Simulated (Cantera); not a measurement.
**Thermodynamics of fluorocarbon and chlorocarbon gases, feed c-C₄F₈ + CH₄ + H₂ + F₂**

Input: 1 mol c-C₄F₈, 0.27 mol CH₄, 1.5 mol H₂, 0.22 mol F₂, held at 1302 °C.

Cantera equilibrium calculation (NASA polynomials, part measured and part estimated; ideal gas, pure solids and liquids). Candidate condensed phases: C, C₆H₆, C₇H₈, C₈H₁₈; 95 gas species. The feed counts by its element totals alone. Gases not in the tables: C₂F₆ and larger saturated fluorocarbons. Kinetics and transport are ignored.

```json
[
 {"P (Pa)": "1", "x HF": "0.768", "x CF₄": "0.190", "x F": "0.0245", "x CF₂": "0.0171", "x CF₃": "0.000382", "n C(graphite)": "3.17"},
 {"P (Pa)": "5.20", "x HF": "0.782", "x CF₄": "0.203", "x F": "0.00724", "x CF₂": "0.00775", "x CF₃": "0.000265", "n C(graphite)": "3.17"},
 {"P (Pa)": "27", "x HF": "0.787", "x CF₄": "0.208", "x F": "0.00212", "x CF₂": "0.00344", "x CF₃": "0.000179", "n C(graphite)": "3.17"},
 {"P (Pa)": "140", "x HF": "0.788", "x CF₄": "0.210", "x F": "0.000618", "x CF₂": "0.00152", "x CF₃": "0.000119", "n C(graphite)": "3.18"},
 {"P (Pa)": "720", "x HF": "0.789", "x CF₄": "0.210", "x F": "0.000181", "x CF₂": "0.000670", "x CF₃": "7.94e-5", "n C(graphite)": "3.18"},
 {"P (Pa)": "3700", "x HF": "0.789", "x CF₄": "0.211", "x F": "5.31e-5", "x CF₂": "0.000296", "x CF₃": "5.28e-5", "n C(graphite)": "3.18"},
 {"P (Pa)": "19000", "x HF": "0.789", "x CF₄": "0.211", "x F": "1.56e-5", "x CF₂": "0.000131", "x CF₃": "3.51e-5", "n C(graphite)": "3.18"},
 {"P (Pa)": "100000", "x HF": "0.789", "x CF₄": "0.211", "x F": "4.48e-6", "x CF₂": "5.69e-5", "x CF₃": "2.32e-5", "n C(graphite)": "3.18"}
]
```
x: gas mole fraction; n: condensed amount in mol.

From 1.00 Pa to 1.00 bar the condensed part is C(graphite). The main C-bearing gas is CF₄ throughout.
